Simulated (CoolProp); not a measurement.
Toluene along the isobar 23.9 MPa: density (kg/m³) from the reference equation and from simpler models built on Tc = 318.6 °C, pc = 4.126 MPa, ω = 0.266; each cubic takes its own stable root.

The numbers come from the reference Helmholtz-energy equation of state, Lemmon 2006 in CoolProp. It is a short technical equation, of lower accuracy than the large ones.

```
T (°C)   phase  reference  van der Waals  Redlich-Kwong
------  ------  ---------  -------------  -------------
65.55   liquid      845.5          522.8          749.1
71.35   liquid      840.6          521.0          745.4
77.05   liquid      835.8          519.2          741.8
82.85   liquid      830.9          517.4          738.0
88.55   liquid      826.1          515.6          734.3
94.25   liquid      821.3          513.8          730.6
100.05  liquid      816.4          511.9          726.7
105.75  liquid      811.6          510.1          722.9
111.55  liquid      806.7          508.2          719.0
117.25  liquid      801.8          506.4          715.1
123.05  liquid      796.9          504.5          711.2
128.75  liquid      792.0          502.7          707.3
```
